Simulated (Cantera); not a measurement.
**Halide evaporation, hydrolysis and transport: MgCl2 + HCl + N2**

A closed system holds: 1 mol MgCl2, 1.6 mol HCl, 2.4 mol N2, at 10.0 mbar.

Equilibrium computed with Cantera from the NASA thermochemical tables; the gas is ideal and each condensed phase is pure. Candidate condensed phases: Mg, MgCl2, NH4Cl; 18 gas species. Rates play no part.

| T (K) | x N2 | x HCl | x MgCl2 | x Cl | x H2 | x H | x MgCl | n MgCl2(s) | n MgCl2(l) |
|---|---|---|---|---|---|---|---|---|---|
| 700 | 0.600 | 0.400 | 9.00e-8 | 8.60e-10 | 1.74e-8 | <1e-12 | <1e-12 | 1.00 | 0 |
| 800 | 0.600 | 0.400 | 1.59e-5 | 3.25e-8 | 1.37e-7 | <1e-12 | <1e-12 | 1.000 | 0 |
| 900 | 0.599 | 0.400 | 0.000862 | 5.23e-7 | 7.61e-7 | 1.02e-12 | <1e-12 | 0.997 | 0 |
| 1000 | 0.589 | 0.392 | 0.0190 | 4.42e-6 | 3.51e-6 | 4.25e-11 | <1e-12 | 0 | 0.922 |
| 1100 | 0.508 | 0.339 | 0.153 | 2.18e-5 | 1.30e-5 | 9.31e-10 | 6.93e-11 | 0 | 0.275 |
| 1200 | 0.480 | 0.320 | 0.200 | 8.23e-5 | 4.42e-5 | 1.31e-8 | 1.72e-9 | 0 | 0 |
| 1300 | 0.480 | 0.320 | 0.200 | 0.000258 | 0.000133 | 1.28e-7 | 2.03e-8 | 0 | 0 |
| 1400 | 0.480 | 0.319 | 0.200 | 0.000685 | 0.000348 | 9.07e-7 | 1.70e-7 | 0 | 0 |
| 1500 | 0.480 | 0.318 | 0.200 | 0.00159 | 0.000802 | 4.98e-6 | 1.07e-6 | 0 | 0 |
| 1600 | 0.479 | 0.316 | 0.200 | 0.00333 | 0.00166 | 2.22e-5 | 5.32e-6 | 0 | 0 |
| 1700 | 0.478 | 0.313 | 0.199 | 0.00638 | 0.00315 | 8.27e-5 | 2.20e-5 | 0 | 0 |
| 1800 | 0.477 | 0.307 | 0.199 | 0.0113 | 0.00549 | 0.000265 | 7.75e-5 | 0 | 0 |
| 1900 | 0.475 | 0.298 | 0.198 | 0.0190 | 0.00888 | 0.000748 | 0.000239 | 0 | 0 |
| 2000 | 0.472 | 0.286 | 0.195 | 0.0301 | 0.0133 | 0.00187 | 0.000652 | 0 | 0 |
x: gas mole fraction; n: condensed amount in mol.

From 700 K to 900 K the condensed part is MgCl2(s). From 1000 K to 1100 K the condensed part is MgCl2(l). From 1200 K to 2000 K nothing is condensed. The main Mg-bearing gas is MgCl2 throughout.
